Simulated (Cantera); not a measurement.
A perfectly stirred reactor is fed with CO : H2 : CH4 : O2 : N2 = 1 : 0.089 : 0.65 : 3.62 : 13.6 (molar parts), at 188 Torr; it is adiabatic with a 550 K inlet, and is followed from long to short residence time, starting on the burning branch (τ in s: 0.29, 0.12, 0.054, 0.023, 0.0099, 0.0043, 0.0018, 0.00079, 0.00034, 0.00015, 6.4e-05).

Cantera simulation using GRI-Mech 3.0 (53 species, 325 reactions); the numbers are that mechanism's predictions, not measurements.

### Question
What does this change do: N2 13.6 to 19 parts?

### Answer
```
quantity                                                                        before                                after
------------------------------------------------  ------------------------------------  -----------------------------------
blow-out, bracketed by the residence times tried  burning at 0.790 ms, out at 0.340 ms  burning at 1.80 ms, out at 0.790 ms
x(CO) at τ = 0.290 s                                                           0.00122                             0.000824
x(H2) at τ = 0.290 s                                                          0.000236                             0.000158
x(CH4) at τ = 0.290 s                                                          4.13e-6                              8.28e-6
x(NO) at τ = 0.290 s                                                           3.71e-5                              4.34e-6
x(HO2) at τ = 0.290 s                                                          1.05e-6                              1.73e-6
x(CO) at τ = 4.30 ms                                                            0.0120                               0.0115
x(H2) at τ = 4.30 ms                                                           0.00216                              0.00156
x(CH4) at τ = 4.30 ms                                                          7.16e-5                             0.000156
x(NO) at τ = 4.30 ms                                                           9.18e-6                              3.25e-6
x(HO2) at τ = 4.30 ms                                                          7.55e-6                              9.18e-6
```

### Question
What does this change do: inlet temperature 550 to 673 K?

### Answer
| quantity | before | after |
|---|---|---|
| blow-out, bracketed by the residence times tried | burning at 0.790 ms, out at 0.340 ms | burning at 0.340 ms, out at 0.150 ms |
| x(CO) at τ = 0.290 s | 0.00122 | 0.00148 |
| x(H2) at τ = 0.290 s | 0.000236 | 0.000275 |
| x(CH4) at τ = 0.290 s | 4.13e-6 | 3.06e-6 |
| x(NO) at τ = 0.290 s | 3.71e-5 | 0.000104 |
| x(HO2) at τ = 0.290 s | 1.05e-6 | 9.18e-7 |
| x(CO) at τ = 4.30 ms | 0.0120 | 0.0127 |
| x(H2) at τ = 4.30 ms | 0.00216 | 0.00239 |
| x(CH4) at τ = 4.30 ms | 7.16e-5 | 5.31e-5 |
| x(NO) at τ = 4.30 ms | 9.18e-6 | 1.34e-5 |
| x(HO2) at τ = 4.30 ms | 7.55e-6 | 6.22e-6 |
